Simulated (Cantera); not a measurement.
Input: 1 mol SiH2Cl2, 51 mol N2, held at 2123 K and 10000 Pa.

Cantera equilibrium calculation (NASA polynomials, part measured and part estimated; ideal gas, pure solids and liquids). Candidate condensed phases: NH4Cl, Si, Si3N4; 28 gas species. The tables' values for SiCl, SiN, SiCl3 are old estimates; treat these amounts as uncertain. Equilibrium is a limit: real reactors are often held back by kinetics, nucleation or transport.

What is the equilibrium state?


```json
{
  "x(N2)": "0.959",
  "x(H2)": "0.0135",
  "x(SiCl2)": "0.0134",
  "x(HCl)": "0.00929",
  "x(Si)": "0.00170",
  "x(H)": "0.00132",
  "x(SiCl)": "0.000732",
  "x(Cl)": "0.000666",
  "x(Si2N)": "0.000122",
  "n(Si(l))": "0.133 mol",
  "gas_amount": "53.17 mol"
}
```
